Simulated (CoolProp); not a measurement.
Vapour-liquid equilibrium of R22 (1) + benzene (2) at 314 K; x and y are mole fractions of (1).

Values from CoolProp's multi-fluid Helmholtz-energy mixture model, Kamei 1995 and Thol 2012; pair parameters Bell 2016.

```csv
x,"bubble pressure, mixture model (bar)","bubble pressure, Raoult's law (bar)","y, mixture model","y, Raoult's law"
0.05,1.133,1.023,0.780,0.765
0.15,2.661,2.563,0.910,0.916
0.25,4.024,4.103,0.943,0.954
0.35,5.338,5.644,0.960,0.971
0.45,6.675,7.184,0.971,0.981
0.55,8.079,8.725,0.978,0.987
0.65,9.572,10.26,0.984,0.991
0.75,11.16,11.81,0.989,0.995
0.85,12.85,13.35,0.994,0.997
0.95,14.66,14.89,0.998,0.999
```

The largest gap from Raoult's law is +10.8 % in bubble pressure, at x = 0.05. No azeotrope shows between x = 0.05 and 0.95.

Pair parameters are fitted to limited data, so mixtures are less certain than the pure fluids. The gap from Raoult's law changes sign with composition, which may be real or a fault of the pair parameters; it wasn't checked against measurements.
